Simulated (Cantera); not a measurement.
Input (Python, Cantera) and output of one run.

```python
import numpy as np
import cantera as ct

gas_names = """
    AL ALCL ALCL2 ALCL3 ALN ALO ALOCL ALO2 AL2 AL2CL6 AL2O AL2O2 CL CLO CL2 N NO NO2 NO3 N2 N2O O O2 O3
""".split()
cond_names = """
    AL(cr) AL(L) ALCL3(s) ALCL3(L) ALN(s) AL2O3(a) AL2O3(L)
""".split()


# ... load() reads the species with a 1 bar reference pressure and builds the phases ...
atoms = {
    'AlCl3': {'AL': 1, 'CL': 3},
    'N2': {'N': 2},
    'O2': {'O': 2},
}
top_T = {'ALN(s)': 2750}  # K; cautious upper limits of use, not melting points


# ... equilibrate(T, P, feed) seeds the gas with the atoms and calls Mixture.equilibrate('TP', solver="vcs", rtol=1e-11, max_steps=5000) ...
results = []
feed = {'AlCl3': 1, 'N2': 52, 'O2': 0.31}  # mol
T = 1275  # K
P = 93  # Pa
mix = equilibrate(T, P, feed)
results.append((T, P, feed, dict(zip(mix.species_names, mix.species_moles))))
x = sorted(zip(gas.X, gas.species_names), reverse=True)
print(f"T = {T:g} K  P = {P:g} Pa  gas = {mix.phase_moles(0):.4g} mol")
print("   x: " + "  ".join(f"{s} {v:.3e}" for v, s in x if v > 0.0001))
print("   condensed (mol): " + ("  ".join(f"{mix.phase(i).name} {mix.phase_moles(i):.4g}"
      for i in range(1, mix.n_phases) if mix.phase_moles(i) > 1e-12) or "none"))
```

Output:

```
T = 1275 K  P = 93 Pa  gas = 53.67 mol
   x: N2 9.688e-01  CL 1.736e-02  ALCL3 1.093e-02  CL2 2.870e-03
   condensed (mol): AL2O3(a) 0.2067
```

Cantera equilibrium calculation (NASA polynomials, part measured and part estimated; ideal gas, pure solids and liquids).
